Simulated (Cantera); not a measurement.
A Cantera script and its output.

```python
import numpy as np
import cantera as ct

gas = ct.Solution("gri30.yaml")
gas.TPX = 1375, 280000, {'H2': 1, 'O2': 1.43, 'N2': 5.37}
reactor = ct.IdealGasReactor(gas, energy="on", clone=False)
net = ct.ReactorNet([reactor])
net.rtol, net.atol = 1e-08, 1e-16
show = ['H2', 'O2', 'OH', 'H2O', 'N2O', 'NO']
times = np.geomspace(6e-06, 1, 10)

steps = ct.SolutionArray(gas, extra=["t"])
rows = []
print(f"{'t/s':>10s}{'T/K':>9s}{'P/Pa':>11s}" + "".join(f"{s:>11s}" for s in show))
for t in times:
    while net.time < t:
        t_next = net.step()
        steps.append(gas.state, t=t_next)
    rows.append([np.interp(t, steps.t, y) for y in (steps.T, steps.P, *steps(*show).X.T)])
    print(f"{t:10.3e}{rows[-1][0]:9.1f}{rows[-1][1]:11.4g}" + "".join(f"{x:11.3e}" for x in rows[-1][2:]))
rate = np.gradient(steps.T, steps.t)
print("integrator steps:", len(steps.t))
if steps.T.max() > steps.T[0] + 200:
    print(f"time of steepest temperature rise: {steps.t[rate.argmax()]:.4e} s")
gas.TPX = 1375, 280000, {'H2': 1, 'O2': 1.43, 'N2': 5.37}
gas.equilibrate("UV")
print(f"equilibrium (UV): T = {gas.T:.1f} K  " + "  ".join(f"{s} {gas[s].X[0]:.3e}" for s in show))
```

Result:

```
       t/s      T/K       P/Pa         H2         O2         OH        H2O        N2O         NO
 6.000e-06   1377.6  2.805e+05  1.265e-01  1.824e-01  2.041e-04  1.239e-03  7.798e-10  2.693e-10
 2.282e-05   2373.5  4.555e+05  1.943e-03  1.224e-01  1.217e-02  1.275e-01  1.866e-06  6.176e-05
 8.681e-05   2434.7  4.656e+05  7.485e-04  1.244e-01  8.059e-03  1.316e-01  1.594e-06  1.494e-04
 3.302e-04   2434.0  4.655e+05  7.460e-04  1.243e-01  8.038e-03  1.316e-01  1.591e-06  4.387e-04
 1.256e-03   2431.5   4.65e+05  7.388e-04  1.238e-01  7.968e-03  1.317e-01  1.584e-06  1.495e-03
 4.777e-03   2423.6  4.634e+05  7.158e-04  1.222e-01  7.746e-03  1.318e-01  1.570e-06  4.879e-03
 1.817e-02   2408.4  4.604e+05  6.736e-04  1.192e-01  7.336e-03  1.321e-01  1.573e-06  1.127e-02
 6.912e-02   2402.2  4.592e+05  6.569e-04  1.179e-01  7.174e-03  1.322e-01  1.584e-06  1.386e-02
 2.629e-01   2402.1  4.592e+05  6.568e-04  1.179e-01  7.172e-03  1.322e-01  1.584e-06  1.388e-02
 1.000e+00   2402.1  4.592e+05  6.568e-04  1.179e-01  7.172e-03  1.322e-01  1.584e-06  1.388e-02
integrator steps: 1245
time of steepest temperature rise: 8.7033e-06 s
equilibrium (UV): T = 2402.1 K  H2 6.568e-04  O2 1.179e-01  OH 7.172e-03  H2O 1.322e-01  N2O 1.584e-06  NO 1.388e-02
```

Cantera simulation using GRI-Mech 3.0 (53 species, 325 reactions); the numbers are that mechanism's predictions, not measurements. The hydrogen kinetics of GRI-Mech 3.0 are dated; newer H2 mechanisms differ, most at raised pressure.
